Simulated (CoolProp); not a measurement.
Vapour-liquid equilibrium of diethyl ether (1) + ethanol (2) at 306.5 K; x and y are mole fractions of (1).

Model: multi-fluid Helmholtz-energy mixture model, Thol 2014 and Schroeder 2014; pair parameters Bell 2016, in CoolProp.

```tsv
x	bubble pressure (bar)	y at the bubble point	dew pressure at overall composition x (bar)	liquid density (mol/L)
0.05	0.2326	0.482	0.1321	16.31
0.125	0.3693	0.694	0.1428	15.50
0.2	0.4787	0.779	0.1555	14.75
0.275	0.5643	0.823	[?]	14.06
0.35	[?]	0.851	0.1888	13.42
0.425	0.6827	0.871	0.2115	12.82
0.5	0.7251	0.885	0.2402	12.26
0.575	[?]	0.898	0.2779	11.74
0.65	0.7955	0.911	0.3293	11.26
0.725	0.8293	0.924	0.4031	10.81
0.8	0.8648	0.939	0.5164	10.39
0.875	0.9031	0.958	0.6954	10.01
0.95	0.9446	0.981	0.8878	9.644
```

Q: Some entries are withheld; supply them.

A: 
- 0.275, dew pressure at overall composition x (bar): 0.1705
- 0.35, bubble pressure (bar): 0.6307
- 0.575, bubble pressure (bar): 0.7616

No azeotrope shows between x = 0.05 and 0.95.

The pair parameters rest on a limited set of measurements; away from them the model extrapolates. With so large a gap from Raoult's law the liquid may split in two, which this calculation doesn't test in full.
